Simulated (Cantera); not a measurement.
A perfectly stirred reactor is fed with CH4 : O2 : N2 = 1 : 2.08 : 7.83 (molar parts), equivalence ratio 0.96, at 5.00 bar; it is adiabatic with a 700 K inlet, and is followed from long to short residence time, starting on the burning branch (τ in s: 0.025, 0.012, 0.0058, 0.0028, 0.0014, 0.00068, 0.00033, 0.00016, 7.8e-05, 3.8e-05, 1.9e-05, 9.1e-06).

Detailed kinetics in Cantera: GRI-Mech 3.0 (53 species, 325 reactions).

Q: What does this change do: O2 2.08 to 2.6 parts?

A: 
```json
[
 {"quantity": "blow-out, bracketed by the residence times tried", "before": "burning at 19.0 µs, out at 9.10 µs", "after": "burning at 9.10 µs, the shortest tried"},
 {"quantity": "x(CH4) at τ = 25.0 ms", "before": "1.86e-6", "after": "1.35e-6"},
 {"quantity": "x(O2) at τ = 25.0 ms", "before": "0.0110", "after": "0.0499"},
 {"quantity": "x(CH3) at τ = 25.0 ms", "before": "1.13e-6", "after": "6.77e-7"},
 {"quantity": "x(C2H6) at τ = 25.0 ms", "before": "<1e-12", "after": "<1e-12"},
 {"quantity": "x(NO) at τ = 25.0 ms", "before": "0.00324", "after": "0.00581"},
 {"quantity": "x(CH4) at τ = 0.330 ms", "before": "7.92e-5", "after": "6.92e-5"},
 {"quantity": "x(O2) at τ = 0.330 ms", "before": "0.0175", "after": "0.0547"},
 {"quantity": "x(CH3) at τ = 0.330 ms", "before": "4.26e-5", "after": "3.24e-5"},
 {"quantity": "x(C2H6) at τ = 0.330 ms", "before": "1.53e-9", "after": "7.83e-10"},
 {"quantity": "x(NO) at τ = 0.330 ms", "before": "0.000440", "after": "0.000364"}
]
```

Q: What does this change do: pressure from 5.00 bar to 0.560 bar?

A: 
```json
[
 {"quantity": "blow-out, bracketed by the residence times tried", "before": "burning at 19.0 µs, out at 9.10 µs", "after": "burning at 78.0 µs, out at 38.0 µs"},
 {"quantity": "x(CH4) at τ = 25.0 ms", "before": "1.86e-6", "after": "7.68e-6"},
 {"quantity": "x(O2) at τ = 25.0 ms", "before": "0.0110", "after": "0.0168"},
 {"quantity": "x(CH3) at τ = 25.0 ms", "before": "1.13e-6", "after": "4.19e-6"},
 {"quantity": "x(C2H6) at τ = 25.0 ms", "before": "<1e-12", "after": "2.81e-12"},
 {"quantity": "x(NO) at τ = 25.0 ms", "before": "0.00324", "after": "0.00155"},
 {"quantity": "x(CH4) at τ = 0.330 ms", "before": "7.92e-5", "after": "0.000280"},
 {"quantity": "x(O2) at τ = 0.330 ms", "before": "0.0175", "after": "0.0301"},
 {"quantity": "x(CH3) at τ = 0.330 ms", "before": "4.26e-5", "after": "9.99e-5"},
 {"quantity": "x(C2H6) at τ = 0.330 ms", "before": "1.53e-9", "after": "3.54e-9"},
 {"quantity": "x(NO) at τ = 0.330 ms", "before": "0.000440", "after": "7.28e-5"}
]
```
